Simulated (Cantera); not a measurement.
Silicon oxide and oxynitride deposition: SiH2Cl2 + N2O + N2

Feed: 1 mol SiH2Cl2, 1.2 mol N2O, a varied amount of N2, held at 1748.15 K and 41.0 Pa.

Cantera equilibrium calculation (NASA polynomials, part measured and part estimated; ideal gas, pure solids and liquids). Candidate condensed phases: H2O, NH4Cl, Si, SiO2, Si2N2O, Si3N4; 47 gas species. The tables' values for SiCl3 are old estimates; treat these amounts as uncertain. The tables hold silica as quartz up to 1696 K and as liquid above; real silica turns to tridymite and cristobalite and melts near 1996 K. Rates play no part.

```json
[
 {"n(N2) (mol)": "1", "x N2": "0.434", "x HCl": "0.366", "x SiO": "0.157", "x Cl": "0.0277", "x H2": "0.0133", "n SiO2(condensed)": "0.201"},
 {"n(N2) (mol)": "1.6", "x N2": "0.493", "x HCl": "0.326", "x SiO": "0.141", "x Cl": "0.0257", "x H2": "0.0123", "n SiO2(condensed)": "0.200"},
 {"n(N2) (mol)": "2.4", "x N2": "0.556", "x HCl": "0.285", "x SiO": "0.123", "x Cl": "0.0235", "x H2": "0.0111", "n SiO2(condensed)": "0.200"},
 {"n(N2) (mol)": "3.7", "x N2": "0.629", "x HCl": "0.236", "x SiO": "0.103", "x Cl": "0.0208", "x H2": "0.00975", "n SiO2(condensed)": "0.199"},
 {"n(N2) (mol)": "5.7", "x N2": "0.705", "x HCl": "0.186", "x SiO": "0.0818", "x Cl": "0.0179", "x H2": "0.00826", "n SiO2(condensed)": "0.198"},
 {"n(N2) (mol)": "8.7", "x N2": "0.773", "x HCl": "0.141", "x SiO": "0.0627", "x Cl": "0.0149", "x H2": "0.00681", "n SiO2(condensed)": "0.197"},
 {"n(N2) (mol)": "13", "x N2": "0.830", "x HCl": "0.105", "x SiO": "0.0470", "x Cl": "0.0123", "x H2": "0.00551", "n SiO2(condensed)": "0.196"},
 {"n(N2) (mol)": "21", "x N2": "0.883", "x HCl": "0.0701", "x SiO": "0.0321", "x Cl": "0.00949", "x H2": "0.00414", "n SiO2(condensed)": "0.194"},
 {"n(N2) (mol)": "32", "x N2": "0.918", "x HCl": "0.0479", "x SiO": "0.0224", "x Cl": "0.00745", "x H2": "0.00314", "n SiO2(condensed)": "0.190"},
 {"n(N2) (mol)": "49", "x N2": "0.944", "x HCl": "0.0318", "x SiO": "0.0153", "x Cl": "0.00576", "x H2": "0.00232", "n SiO2(condensed)": "0.184"},
 {"n(N2) (mol)": "75", "x N2": "0.962", "x HCl": "0.0208", "x SiO": "0.0104", "x Cl": "0.00443", "x H2": "0.00168", "n SiO2(condensed)": "0.175"},
 {"n(N2) (mol)": "120", "x N2": "0.975", "x HCl": "0.0128", "x SiO": "0.00677", "x Cl": "0.00330", "x H2": "0.00114", "n SiO2(condensed)": "0.159"},
 {"n(N2) (mol)": "180", "x N2": "0.983", "x HCl": "0.00829", "x SiO": "0.00468", "x Cl": "0.00256", "x H2": "0.000796", "n SiO2(condensed)": "0.137"}
]
```
x: gas mole fraction; n: condensed amount in mol.

From 1 mol N2 to 180 mol N2 the condensed part is SiO2(condensed). The main Si-bearing gas is SiO throughout. The share of Si in condensed phases is highest at 1 mol N2 (20.1 %) and lowest at 180 mol N2 (13.7 %).
